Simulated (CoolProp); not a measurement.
Vapour-liquid equilibrium of R22 (1) + R114 (2) at 1.03 MPa; x and y are mole fractions of (1).

Values from CoolProp's multi-fluid Helmholtz-energy mixture model, Kamei 1995 and Platzer 1990; pair parameters Bell 2016. This equation is an older, rougher fit; its heat capacities, sound speeds and derivatives of the liquid may be far off and weren't checked against measurements.

Task: Give the bubble temperature and the first vapour's composition at x = 0.15, 0.45, 0.65. Is there an azeotrope?

Result: x = 0.15: 337.7 K, y = 0.400; x = 0.45: 317.1 K, y = 0.729; x = 0.65: 308.8 K, y = 0.845. No azeotrope shows between x = 0.05 and 0.95.

The pair parameters rest on a limited set of measurements; away from them the model extrapolates.
